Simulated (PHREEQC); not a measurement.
Dissolve 4.9 mmol/kgw KHCO3, 0.4 mmol/kgw CsBr and 3.6 mmol/kgw MnCl2 at 25 °C. Closed to the air; pH follows from the charge balance.

All values are PHREEQC results (ion-association model, wateq4f.dat), not measurements.

No solid was allowed to form.

What pH does the model give?

pH 7.27.

In which forms is Mn present?

Mn+2 73 %, MnHCO3+ 15 %, MnCO3 10 %, MnCl+ 1.4 % of the Mn.

Saturation is exceeded, for instance for Rhodochrosite; the values hold only as long as no solid forms. Complexes and solids missing from the database can't appear.
